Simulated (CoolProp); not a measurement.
A single-stage vapour-compression cycle with ethane: evaporating at 197.15 K (dew point), condensing at 220.15 K (bubble point), superheat 5 K, subcooling 5 K, compressor efficiency 0.8, no pressure losses. Each further row changes one setting.

Computed with CoolProp (reference Helmholtz-energy equation of state, Bücker 2006).

| case | cooling COP | pressure ratio | discharge temperature (K) | refrigerating effect (kJ/kg) | volumetric capacity (kJ/m³) |
|---|---|---|---|---|---|
| as stated | 6.28 | 2.60 | 252.2 | 433 | 1550 |
| evaporating temperature 202.15 K | 8.40 | 2.07 | 245.5 | 439 | 1940 |
| condensing temperature 215.15 K | 8.20 | 2.15 | 241.9 | 447 | 1600 |
| subcooling 10 K | 6.47 | 2.60 | 252.2 | 446 | 1600 |
| superheat 15 K | 6.16 | 2.60 | 263.4 | 449 | 1520 |
| compressor efficiency 0.7 | 5.50 | 2.60 | 258.0 | 433 | 1550 |
